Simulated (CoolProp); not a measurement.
Model: reference Helmholtz-energy equation of state, Thol 2012, in CoolProp.

Question: For benzene, give the phase and the cp (kJ/(kg K)), cv (kJ/(kg K)), viscosity (µPa s) at 518.1 K and 0.0203 MPa.

Answer: 
- 518.1 K and 0.0203 MPa: gas; cp 1.84, cv 1.73, viscosity 13.0

Viscosity comes from a separate model (Avgeri 2014).
